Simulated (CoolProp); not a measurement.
Saturation properties of p-xylene.

Values from CoolProp's reference Helmholtz-energy equation of state, Zhou 2012.

```
T (K)  p (kPa)  liquid density (kg/m³)  surface tension (mN/m)
-----  -------  ----------------------  ----------------------
448.2    246.7                   715.0                    12.8
460.6    321.2                       …                    11.7
473      411.8                   687.0                    10.6
485.4    520.8                   672.1                    9.49
497.8    650.3                       …                    8.41
510.2        …                   640.1                    7.36
522.6    981.0                   622.6                    6.33
535       1188                   603.8                    5.33
547.4     1426                   583.4                       …
559.8     1700                   560.7                       …
```

Some entries are withheld; supply them.


- 460.6, liquid density (kg/m³): 701.2
- 497.8, liquid density (kg/m³): 656.5
- 510.2, p (kPa): 802.8
- 547.4, surface tension (mN/m): 4.36
- 559.8, surface tension (mN/m): 3.43

It boils at 411.5 K under 1 atm.

Surface tension comes from a separate correlation (Mulero 2014).
